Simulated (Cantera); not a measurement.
Feed: 1 mol SiCl₄, 2.4 mol H₂O, 2.9 mol N₂, equilibrated at 100 Torr.

These are equilibrium values from Cantera (NASA tables, ideal gas, pure condensed phases), not measurements of a reactor. Candidate condensed phases: H₂O, NH₄Cl, Si, SiO₂, Si₂N₂O, Si₃N₄; 47 gas species. Rates play no part.

Task: At 1098 K, list the 4 most abundant gas species with their mole fractions, and the condensed phases.

Result: HCl 0.548, N₂ 0.397, H₂O 0.0548, H₂ 1.11e-5. Condensed: SiO₂(β-quartz).
